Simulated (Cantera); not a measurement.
# Hydrogen reduction and annealing atmospheres: PbO + H2

Charge: 1 mol PbO, 95 mol H2, equilibrated at 200 Pa.

Cantera equilibrium calculation (NASA polynomials, part measured and part estimated; ideal gas, pure solids and liquids). Candidate condensed phases: H2O, Pb, PbO, PbO2, Pb3O4; 12 gas species. Rates play no part.

```json
[
 {"T (K)": "1000", "x H2": "0.981", "x H": "5.03e-8", "x H2O": "0.0104", "x Pb": "0.00810", "x OH": "1.18e-12", "x O": "<1e-12", "x PbO": "2.39e-10", "n Pb(l)": "0.224"},
 {"T (K)": "1100", "x H2": "0.979", "x H": "5.72e-7", "x H2O": "0.0104", "x Pb": "0.0104", "x OH": "2.71e-11", "x O": "<1e-12", "x PbO": "1.17e-9", "n Pb(l)": "0"},
 {"T (K)": "1200", "x H2": "0.979", "x H": "4.37e-6", "x H2O": "0.0104", "x Pb": "0.0104", "x OH": "3.71e-10", "x O": "<1e-12", "x PbO": "3.58e-9", "n Pb(l)": "0"},
 {"T (K)": "1300", "x H2": "0.979", "x H": "2.45e-5", "x H2O": "0.0104", "x Pb": "0.0104", "x OH": "3.40e-9", "x O": "<1e-12", "x PbO": "9.24e-9", "n Pb(l)": "0"},
 {"T (K)": "1400", "x H2": "0.979", "x H": "0.000108", "x H2O": "0.0104", "x Pb": "0.0104", "x OH": "2.28e-8", "x O": "2.27e-12", "x PbO": "2.09e-8", "n Pb(l)": "0"},
 {"T (K)": "1500", "x H2": "0.979", "x H": "0.000389", "x H2O": "0.0104", "x Pb": "0.0104", "x OH": "1.18e-7", "x O": "4.08e-11", "x PbO": "4.24e-8", "n Pb(l)": "0"},
 {"T (K)": "1600", "x H2": "0.978", "x H": "0.00120", "x H2O": "0.0104", "x Pb": "0.0104", "x OH": "5.01e-7", "x O": "5.12e-10", "x PbO": "7.87e-8", "n Pb(l)": "0"},
 {"T (K)": "1700", "x H2": "0.976", "x H": "0.00325", "x H2O": "0.0104", "x Pb": "0.0104", "x OH": "1.79e-6", "x O": "4.78e-9", "x PbO": "1.36e-7", "n Pb(l)": "0"},
 {"T (K)": "1800", "x H2": "0.971", "x H": "0.00789", "x H2O": "0.0104", "x Pb": "0.0104", "x OH": "5.56e-6", "x O": "3.50e-8", "x PbO": "2.21e-7", "n Pb(l)": "0"},
 {"T (K)": "1900", "x H2": "0.962", "x H": "0.0174", "x H2O": "0.0103", "x Pb": "0.0103", "x OH": "1.53e-5", "x O": "2.08e-7", "x PbO": "3.41e-7", "n Pb(l)": "0"},
 {"T (K)": "2000", "x H2": "0.944", "x H": "0.0353", "x H2O": "0.0102", "x Pb": "0.0102", "x OH": "3.81e-5", "x O": "1.04e-6", "x PbO": "5.02e-7", "n Pb(l)": "0"},
 {"T (K)": "2100", "x H2": "0.913", "x H": "0.0666", "x H2O": "0.00998", "x Pb": "0.0101", "x OH": "8.66e-5", "x O": "4.50e-6", "x PbO": "7.10e-7", "n Pb(l)": "0"}
]
```
x: gas mole fraction; n: condensed amount in mol.

At 1000 K the condensed part is Pb(l). From 1100 K to 2100 K nothing is condensed. The main Pb-bearing gas is Pb throughout.
